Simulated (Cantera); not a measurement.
An adiabatic, constant-volume homogeneous reactor starts with CH3OH : O2 : N2 = 1 : 0.682 : 2.56 (molar parts), equivalence ratio 2.2, at 1750 K and 19.7 atm. Integrator tolerance rtol = 1e-08.

Computed with Cantera and GRI-Mech 3.0 (53 species, 325 reactions). GRI-Mech 3.0 was tuned for natural gas; its chemistry of methanol as a main component is partial and can be far from experiment. The pressure lies above the range GRI-Mech 3.0 was tuned for (to about 10 atm). Above 3000 K some thermodynamic fits are extrapolated.

Q: What does this change do: pressure from 19.7 atm to 4.93 atm?

A: 
```csv
quantity,before,after
time of steepest temperature rise,1.62 µs,5.01 µs
temperature at 0.100 s,3069 K,2992 K
equilibrium temperature,3069 K,2992 K
x(CH3OH) at 0.100 s,4.43e-11 (gas-phase equilibrium 4.59e-11),2.84e-12 (gas-phase equilibrium 2.95e-12)
x(O2) at 0.100 s,0.000148 (gas-phase equilibrium 0.000148),0.000353 (gas-phase equilibrium 0.000353)
x(NO2) at 0.100 s,1.05e-7 (gas-phase equilibrium 1.05e-7),1.18e-7 (gas-phase equilibrium 1.18e-7)
x(NO) at 0.100 s,0.00105 (gas-phase equilibrium 0.00105),0.00147 (gas-phase equilibrium 0.00147)
x(C2H4) at 0.100 s,<1e-12 (gas-phase equilibrium <1e-12),<1e-12 (gas-phase equilibrium <1e-12)
x(H2O) at 0.100 s,0.207 (gas-phase equilibrium 0.207),0.202 (gas-phase equilibrium 0.202)
```

Q: What does this change do: O2 0.682 to 0.91 parts?

A: 
```tsv
quantity	before	after
time of steepest temperature rise	1.62 µs	1.63 µs
temperature at 0.100 s	3069 K	3333 K
equilibrium temperature	3069 K	3333 K
x(CH3OH) at 0.100 s	4.43e-11 (gas-phase equilibrium 4.59e-11)	1.29e-11 (gas-phase equilibrium 1.35e-11)
x(O2) at 0.100 s	0.000148 (gas-phase equilibrium 0.000148)	0.00232 (gas-phase equilibrium 0.00232)
x(NO2) at 0.100 s	1.05e-7 (gas-phase equilibrium 1.05e-7)	1.87e-6 (gas-phase equilibrium 1.87e-6)
x(NO) at 0.100 s	0.00105 (gas-phase equilibrium 0.00105)	0.00545 (gas-phase equilibrium 0.00545)
x(C2H4) at 0.100 s	<1e-12 (gas-phase equilibrium <1e-12)	<1e-12 (gas-phase equilibrium <1e-12)
x(H2O) at 0.100 s	0.207 (gas-phase equilibrium 0.207)	0.243 (gas-phase equilibrium 0.243)
```
